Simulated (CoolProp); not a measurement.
Properties of ethanol along the isobar 258 bar (Tc = 241.6 °C, pc = 62.68 bar, ω = 0.644).

Computed with CoolProp (reference Helmholtz-energy equation of state, Schroeder 2014).

```
T (°C)    phase  density (kg/m³)  Joule-Thomson coefficient (K/MPa)  isothermal compressibility (1/MPa)  expansivity (1/kK)  viscosity (µPa s)  fugacity coefficient
-------  ------  ---------------  ---------------------------------  ----------------------------------  ------------------  -----------------  --------------------
-107.65  liquid            913.7                            -0.4736                           0.0004641                   …              87400                     …
-90.05   liquid            897.0                            -0.4705                           0.0004909              0.9993              32400                     …
-72.35   liquid            881.7                            -0.4685                           0.0005316              0.9544              15600              1.076e-7
-54.65   liquid            867.1                            -0.4607                           0.0005816              0.9315               8550              9.564e-7
-36.95   liquid            853.0                            -0.4466                           0.0006383                   …               5090              5.958e-6
-19.25   liquid            839.3                            -0.4282                           0.0007006              0.9152               3210              2.807e-5
-1.55    liquid            825.8                            -0.4070                           0.0007682              0.9188               2130             0.0001058
16.05    liquid            812.5                            -0.3836                           0.0008416              0.9313               1480             0.0003301
33.75    liquid            799.1                            -0.3579                           0.0009232              0.9548               1060             0.0008920
51.45    liquid            785.4                                  …                            0.001016              0.9917                791              0.002125
69.15    liquid            771.4                            -0.3012                            0.001123               1.044                605              0.004547
86.85    liquid            756.8                            -0.2704                            0.001251               1.115                474              0.008877
104.55   liquid            741.5                            -0.2374                            0.001407               1.207                379               0.01601
```

Q: What belongs in the gaps?

A: 
- -107.65, expansivity (1/kK): 1.107
- -107.65, fugacity coefficient: 2.992e-10
- -90.05, fugacity coefficient: 7.638e-9
- -36.95, expansivity (1/kK): 0.9194
- 51.45, Joule-Thomson coefficient (K/MPa): -0.3303

Viscosity comes from a separate model (Kiselev 2005).
